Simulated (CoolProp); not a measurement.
Vapour-liquid equilibrium of CH2F2 (R32) (1) + R125 (2) at 0.115 MPa; x and y are mole fractions of (1).

The numbers come from the multi-fluid Helmholtz-energy mixture model, Tillner-Roth 1997 and Lemmon 2005; pair parameters Lemmon 2004 in CoolProp.

```
x      bubble temperature, mixture model (°C)  bubble temperature, Raoult's law (°C)  y, mixture model  y, Raoult's law
-----  --------------------------------------  -------------------------------------  ----------------  ---------------
0.05                                    -45.8                                  -45.7             0.064            0.059
0.125                                   -46.3                                  -46.0             0.157            0.146
0.2                                     -46.8                                  -46.3               [?]            0.230
0.275                                     [?]                                  -46.6               [?]            0.312
0.35                                    -47.6                                  -46.8             0.406            0.392
0.425                                   -48.0                                  -47.1             0.480            0.469
0.5                                       [?]                                  -47.4             0.551            0.544
0.575                                   -48.6                                  -47.7             0.618            0.618
0.65                                    -48.8                                  -47.9               [?]            0.689
0.725                                   -49.0                                  -48.2             0.747            0.759
0.8                                     -49.1                                  -48.5             0.812            0.827
0.875                                   -49.2                                  -48.7               [?]            0.893
0.95                                    -49.2                                  -49.0             0.948            0.958
```

Question: Some entries are withheld; supply them.

Answer: 
- 0.2, y, mixture model: 0.245
- 0.275, bubble temperature, mixture model (°C): -47.2
- 0.275, y, mixture model: 0.328
- 0.5, bubble temperature, mixture model (°C): -48.3
- 0.65, y, mixture model: 0.683
- 0.875, y, mixture model: 0.878

The largest gap from Raoult's law is -0.9 K in bubble temperature, at x = 0.575. y crosses x between x = 0.875 and 0.95: the model has an azeotrope there.

The pair parameters rest on a limited set of measurements; away from them the model extrapolates.
